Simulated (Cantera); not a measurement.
**Equilibrium for fluorocarbon and chlorocarbon gases: CH₂F₂ + HCl + H₂**

Input: 1 mol CH₂F₂, 0.5 mol HCl, 0.17 mol H₂, held at 3123 K and 48.0 Torr.

Cantera equilibrium calculation (NASA polynomials, part measured and part estimated; ideal gas, pure solids and liquids). Candidate condensed phases: C, C₆H₆, C₇H₈, C₈H₁₈; 118 gas species. The tables' values for CCl are old estimates; treat these amounts as uncertain. Kinetics and transport are ignored.

* **x(HF)**: 0.590
* **x(H)**: 0.168
* **x(Cl)**: 0.117
* **x(HCl)**: 0.0362
* **x(H₂)**: 0.0350
* **x(F)**: 0.0217
* **x(C₃)**: 0.0171
* **x(CF)**: 0.00321
* **x(C₂H₂ (acetylene))**: 0.00307
* **n(C(graphite))**: 0.752 mol
* **gas amount**: 3.250 mol
